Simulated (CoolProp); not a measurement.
Aqueous methanol as a coolant, at 5 °C, 1 atm.

Computed with CoolProp (Melinder's fits for secondary coolants).

```tsv
mass %	freezing point (°C)	conductivity (W/(m K))	cp (kJ/(kg K))	density (kg/m³)	Prandtl number
4.4	-2.6	0.546	4.257	992.2	13.8
9.1	-5.9	0.522	4.239	985.3	16.6
13.8	-9.6	0.498	4.183	979.1	19.5
18.5	-13.7	[?]	[?]	973.2	22.3
23.2	-18.2	0.452	4.028	967.3	24.9
27.9	-23.3	0.430	3.944	961.1	27.0
32.6	-28.8	0.409	3.859	954.5	28.5
37.3	-34.9	0.389	3.771	947.4	29.4
42	-41.6	0.370	3.676	939.7	[?]
46.6	-48.8	0.353	3.574	931.7	29.3
51.3	-56.7	0.336	3.462	923.0	28.4
56	-65.3	0.321	3.348	913.7	27.1
```

**Question.** Complete the blanks.

**Answer.** 
- 18.5, conductivity (W/(m K)): 0.475
- 18.5, cp (kJ/(kg K)): 4.109
- 42, Prandtl number: 29.7
